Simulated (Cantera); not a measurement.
Charge: 1 mol B2O3, 2.5 mol N2, 0.31 mol H2, 0.061 mol H2O, equilibrated at 0.0490 bar.

These are equilibrium values from Cantera (NASA tables, ideal gas, pure condensed phases), not measurements of a reactor. Candidate condensed phases: B, BN, B2O3, B3O3H3, H2O; 39 gas species. Equilibrium is a limit: real reactors are often held back by kinetics, nucleation or transport.

Q: At 1823 K, list the 7 most abundant gas species with their mole fractions, and the condensed phases.

A: N2 0.762, B2O3 0.0959, H2 0.0853, HBO2 0.0451, HBO 0.00667, B2O2 0.00190, H2O 0.00163. Condensed: B2O3(l).
